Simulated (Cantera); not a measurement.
## Ignition delay

Mixture: 16.7 % CH₄, 3.51 % H₂, 16.7 % O₂, 63.0 % N₂, equivalence ratio 2.1, at 3.06 atm, adiabatic and at constant volume. Ignition delay is the time to a rise of 400 K.

Computed with Cantera and GRI-Mech 3.0 (53 species, 325 reactions).

```
T0 (K)  delay (ms)
------  ----------
1250          2.42
1300          1.56
1350         0.999
1400         0.642
1450         0.416
1500         0.272
1550         0.181
1600         0.122
1650        0.0840
```

```
Quantity                                                Result
--------------------------------------------------  ----------
apparent activation energy between 1550 and 1650 K  160 kJ/mol
```
